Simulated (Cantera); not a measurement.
Diamond growth

A diamond (100) surface in a fixed gas of H2 with x(CH4) = 0.0023, x(CH3) = 0.00021, at 1248 K, 20000 Pa; coverages are run to steady state.

Cantera simulation using the Harris–Goodwin 1993 mechanism for the reconstructed diamond (100) surface; the numbers are that mechanism's predictions, not measurements.

```
x(H)     growth (µm/h)  θ c6HH  θ c6H*  θ c6*H   θ c6**    θ c6HM
-------  -------------  ------  ------  ------  -------  --------
0.0001           0.685   0.634  0.0279   0.327  0.00428   0.00250
0.00024           2.01   0.529  0.0356   0.416   0.0105   0.00345
0.00059           4.78   0.463  0.0400   0.468   0.0195   0.00420
0.0014            9.57   0.430  0.0420   0.491   0.0277   0.00442
0.0035            17.9   0.414  0.0430   0.502   0.0335   0.00391
0.0084            28.6   0.409  0.0437   0.506   0.0365   0.00283
0.02              38.8   0.406  0.0444   0.508   0.0380   0.00168
0.05              46.4   0.406  0.0457   0.508   0.0390  0.000820
0.12              50.9   0.405  0.0487   0.505   0.0401  0.000378
```
θ: site fractions in the mechanism's names (c6HH fully hydrogenated, c6H* and c6*H radical sites, c6** diradical, c6HM methylated).
